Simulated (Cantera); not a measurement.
A Cantera script and what it prints.

```python
import numpy as np
import cantera as ct

gas_names = """
    F FO FO2 F2 F2O N NF NF2 NF3 NO NO2 NO3 N2 N2O O O2 O3 Si SiF SiF2 SiF3 SiF4 SiN SiO SiO2 Si2 Si2N
    Si3
""".split()
cond_names = """
    Si(cr) Si(L) SiO2(Lqz) SiO2(hqz) SiO2(L) Si2N2O(s) Si3N4(a)
""".split()


# ... load() reads the species with a 1 bar reference pressure and builds the phases ...
atoms = {
    'SiF4': {'Si': 1, 'F': 4},
    'O2': {'O': 2},
    'N2': {'N': 2},
}
top_T = {'Si2N2O(s)': 2100, 'Si3N4(a)': 2400}  # K; cautious upper limits of use, not melting points


# ... equilibrate(T, P, feed) seeds the gas with the atoms and calls Mixture.equilibrate('TP', solver="vcs", rtol=1e-11, max_steps=5000) ...
results = []
T = 1948.15  # K
P = 84000  # Pa
for m in [0.081, 0.13, 0.2, 0.33, 0.52, 0.82, 1.3, 2.1, 3.3, 5.2, 8.3, 13]:
    feed = {'SiF4': 1, 'O2': m, 'N2': 33}  # mol
    mix = equilibrate(T, P, feed)
    results.append((T, P, feed, dict(zip(mix.species_names, mix.species_moles))))

top = {s: max(r[3][s] / sum(r[3][g] for g in gas_names) for r in results) for s in gas_names}
cols = sorted((s for s in top if top[s] > 1e-06), key=lambda s: -top[s])[:6]
seen = [c for c in cond_names if any(r[3].get(c, 0) > 1e-12 for r in results)]
print("log10 of partial pressures in bar; condensed amounts in mol")
print(f"{'n(O2)':>10s}" + "".join(f"{s[:9]:>10s}" for s in cols + seen))
for T, P, feed, n in results:
    ng = sum(n[g] for g in gas_names)
    print(f"{feed['O2']:10.4g}" + "".join(f"{np.log10(max(n[s] / ng * P / 1e5, 1e-99)):10.3f}" for s in cols)
          + "".join(f"{n.get(c, 0):10.4g}" for c in seen))
```

Result:

```
log10 of partial pressures in bar; condensed amounts in mol
     n(O2)        N2        O2      SiF4        NO         O         F   SiO2(L)
     0.081    -0.090    -2.773    -1.609    -3.220    -4.739    -4.770         0
      0.13    -0.091    -2.553    -1.609    -3.110    -4.628    -4.770         0
       0.2    -0.092    -2.355    -1.610    -3.012    -4.530    -4.770         0
      0.33    -0.093    -2.129    -1.612    -2.900    -4.417    -4.770         0
      0.52    -0.096    -1.927    -1.614    -2.800    -4.315    -4.771         0
      0.82    -0.100    -1.727    -1.618    -2.702    -4.215    -4.772         0
       1.3    -0.106    -1.528    -1.624    -2.606    -4.116    -4.773         0
       2.1    -0.116    -1.325    -1.634    -2.509    -4.015    -4.770 4.756e-06
       3.3    -0.130    -1.140    -1.648    -2.424    -3.922    -4.727 4.648e-05
       5.2    -0.152    -0.962    -1.669    -2.346    -3.833    -4.688  9.11e-05
       8.3    -0.185    -0.790    -1.702    -2.277    -3.747    -4.653 0.0001422
        13    -0.232    -0.640    -1.748    -2.224    -3.672    -4.627 0.0001998
```

These are equilibrium values from Cantera (NASA tables, ideal gas, pure condensed phases), not measurements of a reactor. The tables' values for SiF3 are old estimates; treat these amounts as uncertain. The tables hold silica as quartz up to 1696 K and as liquid above; real silica turns to tridymite and cristobalite and melts near 1996 K.
